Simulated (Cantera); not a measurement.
What does this Cantera script print?

```python
import numpy as np
import cantera as ct

gas_names = """
    AL ALH ALN AL2 H H2 N NH NH2 NH3 N2 N2H2 N2H4
""".split()
cond_names = """
    AL(cr) AL(L) ALN(s)
""".split()


# ... load() reads the species with a 1 bar reference pressure and builds the phases ...
atoms = {
    'Al': {'AL': 1},
    'NH3': {'N': 1, 'H': 3},
    'H2': {'H': 2},
    'N2': {'N': 2},
}
top_T = {'ALN(s)': 2750}  # K; cautious upper limits of use, not melting points


# ... equilibrate(T, P, feed) seeds the gas with the atoms and calls Mixture.equilibrate('TP', solver="vcs", rtol=1e-11, max_steps=5000) ...
results = []
feed = {'Al': 1, 'NH3': 52, 'H2': 2.6, 'N2': 0.84}  # mol
T = 1898.15  # K
P = 2900  # Pa
mix = equilibrate(T, P, feed)
results.append((T, P, feed, dict(zip(mix.species_names, mix.species_moles))))
print(gas.report(threshold=1e-05))
for i in range(1, mix.n_phases):
    print(f"{mix.phase(i).name:16s} {mix.phase_moles(i):12.5e} mol")
```

Output:

```
       temperature   1898.2 K
          pressure   2900 Pa
           density   0.0015501 kg/m^3
  mean mol. weight   8.4356 kg/kmol
   phase of matter   gas

                          1 kg             1 kmol
                     ---------------   ---------------
          enthalpy        6.0929e+06        5.1397e+07  J
   internal energy         4.222e+06        3.5615e+07  J
           entropy             28041        2.3654e+05  J/K
    Gibbs function       -4.7133e+07        -3.976e+08  J
 heat capacity c_p            4061.8             34264  J/K
 heat capacity c_v            3076.2             25949  J/K

                      mass frac. Y      mole frac. X     chem. pot. / RT
                     ---------------   ---------------   ---------------
                AL         0.0034933         0.0010921           -11.806
               ALH        0.00018894        5.6945e-05           -23.378
                 H        0.00047519         0.0039767           -11.572
                H2           0.17898            0.7489           -23.145
                N2           0.81686           0.24597           -31.709
     [   +8 minor]        5.8068e-07        2.4799e-07

AL(L)             0.00000e+00 mol
ALN(s)            8.76659e-01 mol
```

These are equilibrium values from Cantera (NASA tables, ideal gas, pure condensed phases), not measurements of a reactor.
